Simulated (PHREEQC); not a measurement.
HF is added in steps, without added water, to 1 kg of water holding 7.1 mmol/kgw Cu(BF4)2, 0.13 mmol/kgw HNO3 and 13 mmol/kgw Na2SO4, at 25 °C. Oxygen is held at 0.21 atm. No CO2 enters from the air. Solids allowed: Cu(OH)2, Brochantite, Antlerite, Cu2(OH)3NO3, Mirabilite, Chalcanthite, CuF2:2H2O. Others were left out.

Base run: PHREEQC, ion-association model, wateq4f.dat. Each further column changes one thing. The table gives H3BO3 (mol/kgw).

```json
[
 {"HF added (mol)": "0", "base": "0.00125", "Na2SO4 left out": "___", "Cu(BF4)2 from 0.0071 to 0.00639 mol/kgw": "0.00124", "diluted 10-fold with water": "0.000819", "no solid may form": "0.00125"},
 {"HF added (mol)": "0.0057", "base": "0.000449", "Na2SO4 left out": "0.000458", "Cu(BF4)2 from 0.0071 to 0.00639 mol/kgw": "0.000433", "diluted 10-fold with water": "0.000133", "no solid may form": "0.000449"},
 {"HF added (mol)": "0.0114", "base": "0.000109", "Na2SO4 left out": "0.000115", "Cu(BF4)2 from 0.0071 to 0.00639 mol/kgw": "0.000101", "diluted 10-fold with water": "___", "no solid may form": "0.000109"},
 {"HF added (mol)": "0.0171", "base": "3.04e-5", "Na2SO4 left out": "3.32e-5", "Cu(BF4)2 from 0.0071 to 0.00639 mol/kgw": "2.77e-5", "diluted 10-fold with water": "3.60e-6", "no solid may form": "3.04e-5"},
 {"HF added (mol)": "0.0228", "base": "1.14e-5", "Na2SO4 left out": "1.27e-5", "Cu(BF4)2 from 0.0071 to 0.00639 mol/kgw": "1.03e-5", "diluted 10-fold with water": "1.31e-6", "no solid may form": "1.14e-5"},
 {"HF added (mol)": "0.0285", "base": "5.35e-6", "Na2SO4 left out": "6.04e-6", "Cu(BF4)2 from 0.0071 to 0.00639 mol/kgw": "___", "diluted 10-fold with water": "6.11e-7", "no solid may form": "5.35e-6"},
 {"HF added (mol)": "0.0342", "base": "2.90e-6", "Na2SO4 left out": "3.31e-6", "Cu(BF4)2 from 0.0071 to 0.00639 mol/kgw": "2.61e-6", "diluted 10-fold with water": "3.32e-7", "no solid may form": "2.90e-6"},
 {"HF added (mol)": "0.0399", "base": "1.74e-6", "Na2SO4 left out": "2.00e-6", "Cu(BF4)2 from 0.0071 to 0.00639 mol/kgw": "1.57e-6", "diluted 10-fold with water": "___", "no solid may form": "1.74e-6"},
 {"HF added (mol)": "0.0456", "base": "1.13e-6", "Na2SO4 left out": "1.30e-6", "Cu(BF4)2 from 0.0071 to 0.00639 mol/kgw": "___", "diluted 10-fold with water": "1.30e-7", "no solid may form": "1.13e-6"},
 {"HF added (mol)": "0.0513", "base": "7.74e-7", "Na2SO4 left out": "___", "Cu(BF4)2 from 0.0071 to 0.00639 mol/kgw": "6.96e-7", "diluted 10-fold with water": "8.97e-8", "no solid may form": "7.74e-7"},
 {"HF added (mol)": "0.057", "base": "5.55e-7", "Na2SO4 left out": "6.48e-7", "Cu(BF4)2 from 0.0071 to 0.00639 mol/kgw": "5.00e-7", "diluted 10-fold with water": "6.46e-8", "no solid may form": "5.55e-7"}
]
```

**Question.** Some entries are withheld; supply them.

**Answer.** 
- 0, Na2SO4 left out: 0.00126
- 0.0114, diluted 10-fold with water: 1.53e-5
- 0.0285, Cu(BF4)2 from 0.0071 to 0.00639 mol/kgw: 4.82e-6
- 0.0399, diluted 10-fold with water: 2.00e-7
- 0.0456, Cu(BF4)2 from 0.0071 to 0.00639 mol/kgw: 1.01e-6
- 0.0513, Na2SO4 left out: 8.99e-7

wateq4f.dat counts part of the HF as a dimer, H2F2, which phreeqc.dat doesn't know; its constant is uncertain. Real BF4- forms and hydrolyses slowly; the run takes it at equilibrium. Solids allowed in the column 'Na2SO4 left out': Cu(OH)2, Cu2(OH)3NO3, CuF2:2H2O.
